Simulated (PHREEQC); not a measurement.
Make-up at 25 °C: 0.0079 mol/kgw CuSO4, 0.00039 mol/kgw H2SO4 and 0.053 mol/kgw H3BO3. Closed to the air; pH follows from the charge balance.

All values are PHREEQC results (ion-association model, wateq4f.dat), not measurements.

This is a speciation only: nothing precipitates in the calculation.

Order these S species by the share of S that they hold, largest first: CuSO4, SO4-2, HSO4-.

SO4-2 (71 %), CuSO4 (27 %), HSO4- (2.3 %)

The pH is 3.29 and the ionic strength 0.0236 mol/kgw.
